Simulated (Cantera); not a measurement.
Input: 1 mol AlCl3, 3.4 mol NH3, 18 mol N2, equilibrated at 42.0 Torr.

Cantera equilibrium calculation (NASA polynomials, part measured and part estimated; ideal gas, pure solids and liquids). Candidate condensed phases: Al, AlCl3, AlN, NH4Cl; 20 gas species. The tables' values for AlCl2 are old estimates; treat these amounts as uncertain. The numbers say what is thermodynamically allowed, not how fast it happens.

Task: At 1748 K, list the 4 most abundant gas species with their mole fractions, and the condensed phases.

Result: N2 0.745, H2 0.168, HCl 0.0483, AlCl 0.0204. Condensed: gas only.
